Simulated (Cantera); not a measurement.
A perfectly stirred reactor is fed with CH₃OH : O₂ : N₂ = 0.012 : 0.0034 : 1 (molar parts), at 4.15 atm; it is held at 1423 K, and followed from long to short residence time.

Model: GRI-Mech 3.0 (53 species, 325 reactions), integrated in Cantera. GRI-Mech 3.0 was tuned for natural gas; its chemistry of methanol as a main component is partial and can be far from experiment.

Q: Predict: x(CH₃OH) at τ = 4.40 s; x(O₂) at τ = 4.40 s; x(CO₂) at τ = 4.40 s; x(H₂O) at τ = 4.40 s; x(CH₃OH) at τ = 58.0 ms; x(O₂) at τ = 58.0 ms; x(CH₂) at τ = 58.0 ms; x(CO₂) at τ = 58.0 ms; x(H₂O) at τ = 58.0 ms.

A: 
```
Quantity                   Result
-----------------------  --------
x(CH₃OH) at τ = 4.40 s    1.55e-6
x(O₂) at τ = 4.40 s       1.18e-5
x(CO₂) at τ = 4.40 s      0.00128
x(H₂O) at τ = 4.40 s      0.00536
x(CH₃OH) at τ = 58.0 ms   1.29e-5
x(O₂) at τ = 58.0 ms      9.20e-5
x(CH₂) at τ = 58.0 ms     2.79e-9
x(CO₂) at τ = 58.0 ms    0.000929
x(H₂O) at τ = 58.0 ms     0.00554
```
